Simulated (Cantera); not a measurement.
Transport properties of process gases

Gas mixture: 100 % NH₃, at 20.0 Torr, frozen composition.

Cantera's kinetic-theory transport with the Lennard-Jones parameters of GRI-Mech 3.0, ideal gas; thermal conductivity in the multicomponent form. Polar gases are described roughly by these parameters. The composition is frozen, though it would react at the higher temperatures.

```json
[
 {"T (K)": "400", "ρ (kg/m³)": "0.0137", "cp (J/kg/K)": "2269", "μ (µPa s)": "13.9", "λ (mW/m/K)": "44.2", "Pr": "0.715", "D (cm²/s) N₂": "14.5", "D (cm²/s) OH": "22.6", "D (cm²/s) H₂O": "13.3"},
 {"T (K)": "550", "ρ (kg/m³)": "0.00993", "cp (J/kg/K)": "2565", "μ (µPa s)": "19.2", "λ (mW/m/K)": "68.7", "Pr": "0.716", "D (cm²/s) N₂": "26.1", "D (cm²/s) OH": "40.1", "D (cm²/s) H₂O": "25.6"},
 {"T (K)": "700", "ρ (kg/m³)": "0.00780", "cp (J/kg/K)": "2844", "μ (µPa s)": "24.3", "λ (mW/m/K)": "95.9", "Pr": "0.719", "D (cm²/s) N₂": "40.1", "D (cm²/s) OH": "61.4", "D (cm²/s) H₂O": "41.6"},
 {"T (K)": "850", "ρ (kg/m³)": "0.00642", "cp (J/kg/K)": "3087", "μ (µPa s)": "29.1", "λ (mW/m/K)": "124", "Pr": "0.722", "D (cm²/s) N₂": "56.4", "D (cm²/s) OH": "85.9", "D (cm²/s) H₂O": "61.1"},
 {"T (K)": "1000", "ρ (kg/m³)": "0.00546", "cp (J/kg/K)": "3319", "μ (µPa s)": "33.6", "λ (mW/m/K)": "154", "Pr": "0.724", "D (cm²/s) N₂": "74.7", "D (cm²/s) OH": "114", "D (cm²/s) H₂O": "83.6"},
 {"T (K)": "1150", "ρ (kg/m³)": "0.00475", "cp (J/kg/K)": "3518", "μ (µPa s)": "37.9", "λ (mW/m/K)": "184", "Pr": "0.726", "D (cm²/s) N₂": "94.9", "D (cm²/s) OH": "144", "D (cm²/s) H₂O": "109"},
 {"T (K)": "1300", "ρ (kg/m³)": "0.00420", "cp (J/kg/K)": "3695", "μ (µPa s)": "42.0", "λ (mW/m/K)": "213", "Pr": "0.728", "D (cm²/s) N₂": "117", "D (cm²/s) OH": "177", "D (cm²/s) H₂O": "137"},
 {"T (K)": "1450", "ρ (kg/m³)": "0.00377", "cp (J/kg/K)": "3852", "μ (µPa s)": "45.9", "λ (mW/m/K)": "243", "Pr": "0.729", "D (cm²/s) N₂": "141", "D (cm²/s) OH": "213", "D (cm²/s) H₂O": "168"},
 {"T (K)": "1600", "ρ (kg/m³)": "0.00341", "cp (J/kg/K)": "3990", "μ (µPa s)": "49.6", "λ (mW/m/K)": "271", "Pr": "0.729", "D (cm²/s) N₂": "166", "D (cm²/s) OH": "251", "D (cm²/s) H₂O": "201"}
]
```
D: mixture-averaged diffusion coefficient of that species in the mixture.
